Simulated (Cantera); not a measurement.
Standard-state values (1 bar) from the NASA 1993 polynomials, evaluated with Cantera. Values are per mole of reaction as written; species without (g) are pure solids or liquids, kept so even where they would boil at 1 bar.

**Question.** Between 523 and 673 K, where is each reaction favourable under standard conditions?
- N(g) + 4 NH3(g) + P4O10 = 5 NO2(g) + 4 PH3(g)

**Answer.** 
- N(g) + 4 NH3(g) + P4O10 = 5 NO2(g) + 4 PH3(g): ΔG° is 2453 kJ at 523 K and 2327 kJ at 673 K; it stays positive (K < 1). ΔH° is 2883 kJ and ΔS° 827 J/K at 673 K.
